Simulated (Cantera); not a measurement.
**Premixed flame**

A freely propagating, adiabatic, planar premixed flame of H2 : O2 : N2 = 1 : 0.847 : 3.19 (molar parts), unburnt at 600 K and 105 Torr; mixture-averaged transport, grid criteria slope 0.08 and curve 0.16, no radiation.

Detailed kinetics in Cantera: the H2/O2 subset of GRI-Mech 3.0, which has no nitrogen chemistry. Burning velocities carry a grid error of a few per cent, more on coarse grids. Lean hydrogen flames are cellular in practice and burn faster than this planar one.

```json
[
 {"z (mm)": "-17.6", "T (K)": "600", "u (m/s)": "4.27", "x H2": "0.199", "x O2": "0.168", "x H": "<1e-8", "x H2O": "<1e-8", "x HO2": "<1e-8", "x H2O2": "<1e-8"},
 {"z (mm)": "-11.7", "T (K)": "600", "u (m/s)": "4.27", "x H2": "0.199", "x O2": "0.168", "x H": "<1e-8", "x H2O": "<1e-8", "x HO2": "<1e-8", "x H2O2": "<1e-8"},
 {"z (mm)": "-8.78", "T (K)": "600", "u (m/s)": "4.27", "x H2": "0.199", "x O2": "0.168", "x H": "<1e-8", "x H2O": "<1e-8", "x HO2": "<1e-8", "x H2O2": "<1e-8"},
 {"z (mm)": "-5.85", "T (K)": "600", "u (m/s)": "4.27", "x H2": "0.199", "x O2": "0.168", "x H": "2.17e-7", "x H2O": "8.90e-8", "x HO2": "7.71e-7", "x H2O2": "<1e-8"},
 {"z (mm)": "-2.93", "T (K)": "611", "u (m/s)": "4.33", "x H2": "0.196", "x O2": "0.168", "x H": "0.000275", "x H2O": "0.000776", "x HO2": "5.70e-5", "x H2O2": "1.01e-6"},
 {"z (mm)": "-1.46", "T (K)": "730", "u (m/s)": "5.11", "x H2": "0.173", "x O2": "0.165", "x H": "0.00547", "x H2O": "0.0123", "x HO2": "3.95e-5", "x H2O2": "1.21e-6"},
 {"z (mm)": "0", "T (K)": "1054", "u (m/s)": "7.18", "x H2": "0.0841", "x O2": "0.132", "x H": "0.0326", "x H2O": "0.0831", "x HO2": "2.00e-5", "x H2O2": "9.68e-7"},
 {"z (mm)": "1.46", "T (K)": "1306", "u (m/s)": "8.80", "x H2": "0.0232", "x O2": "0.0898", "x H": "0.0428", "x H2O": "0.155", "x HO2": "1.14e-5", "x H2O2": "1.17e-6"},
 {"z (mm)": "2.93", "T (K)": "1427", "u (m/s)": "9.56", "x H2": "0.0168", "x O2": "0.0822", "x H": "0.0359", "x H2O": "0.168", "x HO2": "8.76e-6", "x H2O2": "8.66e-7"},
 {"z (mm)": "5.85", "T (K)": "1558", "u (m/s)": "10.3", "x H2": "0.0154", "x O2": "0.0792", "x H": "0.0259", "x H2O": "0.177", "x HO2": "6.81e-6", "x H2O2": "5.06e-7"},
 {"z (mm)": "11.7", "T (K)": "1691", "u (m/s)": "11.1", "x H2": "0.0131", "x O2": "0.0771", "x H": "0.0166", "x H2O": "0.185", "x HO2": "5.14e-6", "x H2O2": "2.63e-7"},
 {"z (mm)": "23.4", "T (K)": "1813", "u (m/s)": "11.8", "x H2": "0.00987", "x O2": "0.0756", "x H": "0.00906", "x H2O": "0.195", "x HO2": "3.65e-6", "x H2O2": "1.42e-7"},
 {"z (mm)": "46.8", "T (K)": "1913", "u (m/s)": "12.4", "x H2": "0.00630", "x O2": "0.0750", "x H": "0.00405", "x H2O": "0.203", "x HO2": "2.40e-6", "x H2O2": "8.34e-8"}
]
```
x: mole fraction of selected species; z is measured from the peak of heat release.

laminar burning velocity: 427 cm/s
thermal thickness: 5.85 mm
peak x(H): 0.0436
peak x(HO2): 5.71e-5
peak x(H2O2): 1.50e-6
grid points: 135
